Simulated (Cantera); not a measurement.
Charge: 1 mol MgF2, 17 mol N2, at 1100 K and 88.0 Pa.

Equilibrium computed with Cantera from the NASA thermochemical tables; the gas is ideal and each condensed phase is pure. Candidate condensed phases: Mg, MgF2; 13 gas species. Equilibrium is a limit: real reactors are often held back by kinetics, nucleation or transport.

Base state: N2 1.000 (mole fractions); condensed: MgF2(s).

Task: What changes in the equilibrium state with this change: temperature from 1100 K to 1900 K?

Result: 
| species | before | after |
|---|---|---|
| N2 | 1.000 | 0.944 |
| MgF2 | 1.08e-6 | 0.0553 |
| F | <1e-9 | 0.000260 |
| MgF | <1e-9 | 0.000232 |
| Mg | <1e-9 | 1.43e-5 |
| MgF2(s), mol | 1.000 | 0 |
